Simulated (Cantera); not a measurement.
A perfectly stirred reactor is fed with CH4 : O2 : N2 = 1 : 2.7 : 10.2 (molar parts), at 760 Torr; it is adiabatic with a 450 K inlet, and is followed from long to short residence time, starting on the burning branch (τ in s: 0.025, 0.011, 0.0045, 0.0019, 0.0008, 0.00034, 0.00014, 6e-05, 2.5e-05, 1.1e-05, 4.5e-06).

Model: GRI-Mech 3.0 (53 species, 325 reactions), integrated in Cantera.

x: mole fraction; the columns are a selection and need not sum to one.

| τ (s) | T (K) | x CH4 | x O2 | x HCO | x H2O | x CO | x C2H |
|---|---|---|---|---|---|---|---|
| 0.025 | 1992 | 1.49e-5 | 0.0504 | 7.61e-8 | 0.141 | 0.00177 | 5.37e-12 |
| 0.011 | 1976 | 2.57e-5 | 0.0508 | 1.77e-7 | 0.140 | 0.00278 | 1.16e-11 |
| 0.0045 | 1949 | 4.66e-5 | 0.0516 | 4.44e-7 | 0.139 | 0.00450 | 2.43e-11 |
| 0.0019 | 1911 | 8.49e-5 | 0.0528 | 1.06e-6 | 0.136 | 0.00693 | 4.78e-11 |
| 0.00080 | 1859 | 0.000164 | 0.0547 | 2.50e-6 | 0.134 | 0.0103 | 9.74e-11 |
| 0.00034 | 1792 | … | 0.0578 | … | 0.131 | … | 2.21e-10 |
| 0.00014 | 1697 | 0.000951 | 0.0643 | 1.39e-5 | 0.127 | 0.0235 | 6.88e-10 |
| 6.0e-5 | 450 | 0.0719 | 0.194 | <1e-12 | <1e-12 | <1e-12 | <1e-12 |
| 2.5e-5 | 450 | 0.0719 | 0.194 | <1e-12 | <1e-12 | <1e-12 | <1e-12 |
| 1.1e-5 | 450 | 0.0719 | 0.194 | <1e-12 | <1e-12 | <1e-12 | <1e-12 |
| 4.5e-6 | 450 | 0.0719 | 0.194 | <1e-12 | <1e-12 | <1e-12 | <1e-12 |

Question: Fill in the missing entries.

Answer: 
- 0.00034, x CH4: 0.000346
- 0.00034, x HCO: 5.76e-6
- 0.00034, x CO: 0.0151
